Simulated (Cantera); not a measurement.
Input: 1 mol MgCO₃, 0.014 mol O₂, 1.9 mol C, equilibrated at 623 K and 0.100 bar.

These are equilibrium values from Cantera (NASA tables, ideal gas, pure condensed phases), not measurements of a reactor. Candidate condensed phases: C, Mg, MgCO₃, MgO; 15 gas species. Equilibrium is a limit: real reactors are often held back by kinetics, nucleation or transport.

Base state: CO₂ 0.992, CO 0.00788 (mole fractions); condensed: C(graphite) + MgO(s).

Task: What changes in the equilibrium state with this change: 0.14 mol H₂ added?

Result: 
```json
[
 {"species": "CO₂", "before": "0.992", "after": "0.867"},
 {"species": "H₂O", "before": "0", "after": "0.105"},
 {"species": "H₂", "before": "0", "after": "0.0189"},
 {"species": "CH₄", "before": "0", "after": "0.00182"},
 {"species": "CO", "before": "0.00788", "after": "0.00737"},
 {"species": "C(graphite), mol", "before": "1.88", "after": "1.94"},
 {"species": "MgO(s), mol", "before": "1.00", "after": "1.00"}
]
```
Further candidate phases: C₆H₆, C₇H₈, C₈H₁₈, H₂O, Mg(OH)₂.
